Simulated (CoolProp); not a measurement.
Properties of C3F8 (R218) along the isobar 4.74 bar.

Values from CoolProp's reference Helmholtz-energy equation of state, Lemmon 2006. It is a short technical equation, of lower accuracy than the large ones.

```tsv
T (K)	phase	Joule-Thomson coefficient (K/MPa)	isothermal compressibility (1/MPa)	expansivity (1/kK)
272.8	liquid	-0.06161	0.006407	3.313
281.1	gas	20.07	2.534	6.274
289.5	gas	17.31	2.462	5.603
297.8	gas	15.18	2.409	5.108
306.2	gas	13.45	2.368	4.718
314.5	gas	12.06	2.336	4.407
322.9	gas	10.89	2.309	4.146
331.2	gas	9.906	2.287	3.927
339.6	gas	9.059	2.268	3.735
```
